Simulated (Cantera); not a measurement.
Input (Python, Cantera):

```python
import numpy as np
import cantera as ct

gas = ct.Solution("h2o2.yaml")
gas.TP = 300, 100000
flame = ct.CounterflowDiffusionFlame(gas, width=0.02)
flame.fuel_inlet.X, flame.fuel_inlet.T = {'H2': 1, 'N2': 1}, 350
flame.oxidizer_inlet.X, flame.oxidizer_inlet.T = {'O2': 0.19, 'N2': 0.81}, 598
flame.set_refine_criteria(ratio=3, slope=0.12, curve=0.24, prune=0.03)
show = ['OH', 'H', 'H2O', 'HO2']

rows = []
print(f"{'mdot':>8s}{'a_max':>10s}{'a_mean':>10s}{'Tmax/K':>9s}" + "".join(f"{s:>11s}" for s in show) + "   (peak mole fractions)")
for i, mdot in enumerate([0.6, 1, 1.7, 2.9, 4.8, 8.1, 14]):  # kg/m2/s on the oxidiser side
    flame.oxidizer_inlet.mdot, flame.fuel_inlet.mdot = mdot, 0.95 * mdot
    flame.solve(loglevel=0, auto=(i == 0))
    if flame.T.max() < max(350, 598) + 100:
        print(f"{mdot:8.3g}  no burning solution found from the previous one")
        break
    dT = np.abs(np.gradient(flame.T, flame.grid))
    rows.append([flame.strain_rate("max"), flame.strain_rate("mean"), flame.T.max(),
                 *(flame.X[gas.species_index(s)].max() for s in show), max(dT[0], dT[-1]) / dT.max()])
    print(f"{mdot:8.3g}{rows[-1][0]:10.1f}{rows[-1][1]:10.1f}{rows[-1][2]:9.1f}" + "".join(f"{x:11.3e}" for x in rows[-1][3:-1]))
```

Output:

```
    mdot     a_max    a_mean   Tmax/K         OH          H        H2O        HO2   (peak mole fractions)
     0.6     414.9     107.1   2067.2  1.109e-02  1.084e-02  2.307e-01  3.708e-05
       1     665.3     178.5   2003.1  1.118e-02  1.310e-02  2.266e-01  5.246e-05
     1.7    1096.2     303.4   1942.1  1.125e-02  1.582e-02  2.228e-01  7.011e-05
     2.9    1814.8     517.6   1867.9  1.090e-02  1.876e-02  2.184e-01  9.103e-05
     4.8    2923.1     856.6   1792.8  1.038e-02  2.179e-02  2.141e-01  1.129e-04
     8.1    4794.0    1445.6   1714.7  9.599e-03  2.488e-02  2.087e-01  1.360e-04
      14    8029.6    2498.5   1623.8  8.502e-03  2.756e-02  2.001e-01  1.615e-04
```

Model: the H2/O2 subset of GRI-Mech 3.0, which has no nitrogen chemistry, integrated in Cantera. The maximum strain rate includes the flame's own expansion and is several times the mean.
